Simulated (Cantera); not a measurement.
A perfectly stirred reactor is fed with CH4 : H2 : O2 = 0.0028 : 1 : 0.011 (molar parts), at 20.0 Torr; it is held at 2525 K, and followed from long to short residence time.

Detailed kinetics in Cantera: GRI-Mech 3.0 (53 species, 325 reactions). Radical loss at walls, strong at low pressure, is not modelled.

Q: What does this change do: temperature 2525 to 1700 K?

A: 
```csv
quantity,before,after
x(CH4) at τ = 8.40 s,1.26e-8,0.00103
x(H2) at τ = 8.40 s,0.825,0.975
x(O2) at τ = 8.40 s,7.02e-7,3.92e-6
x(O) at τ = 8.40 s,8.26e-5,4.25e-9
x(C2H6) at τ = 8.40 s,<1e-12,8.25e-9
x(CH4) at τ = 0.170 s,4.18e-6,0.00128
x(H2) at τ = 0.170 s,0.885,0.970
x(O2) at τ = 0.170 s,1.33e-6,4.53e-5
x(O) at τ = 0.170 s,2.80e-5,1.46e-7
x(C2H6) at τ = 0.170 s,<1e-12,5.73e-8
```
